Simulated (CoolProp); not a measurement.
Dimethyl ether at 293.15 K and 3.93 MPa is throttled through a valve to 0.261 MPa with no heat exchange. Each further row changes one setting.

The numbers come from the reference Helmholtz-energy equation of state, Wu 2011 in CoolProp.

```tsv
case	temperature change (K)	final phase	final density (kg/m³)
as stated	[?]	two-phase, vapour fraction 0.116	46.4
outlet pressure 0.0783 MPa	-50.5	[?]	[?]
outlet pressure 0.339 MPa	-13.0	two-phase, vapour fraction 0.076	[?]
```

Problem. What belongs in the gaps?

Solution. 
- as stated, temperature change (K): -20.6
- outlet pressure 0.0783 MPa, final phase: two-phase, vapour fraction 0.251
- outlet pressure 0.0783 MPa, final density (kg/m³): 7.30
- outlet pressure 0.339 MPa, final density (kg/m³): 84.9
